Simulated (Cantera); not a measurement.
A freely propagating, adiabatic, planar premixed flame of CH₄ : H₂ : O₂ : N₂ = 1 : 0.099 : 3.11 : 11.7 (molar parts), unburnt at 650 K and 0.128 atm; mixture-averaged transport, grid criteria slope 0.08 and curve 0.16, no radiation.

Computed with Cantera and GRI-Mech 3.0 (53 species, 325 reactions). Burning velocities carry a grid error of a few per cent, more on coarse grids.

Question: What does this change do: inlet temperature 650 to 698 K?

Answer: 
```
quantity                    before     after
------------------------  --------  --------
laminar burning velocity  174 cm/s  205 cm/s
thermal thickness          2.29 mm   2.22 mm
peak x(C₂H₆)              0.000521  0.000555
peak x(O)                  0.00972    0.0103
peak x(CO)                  0.0373    0.0381
```
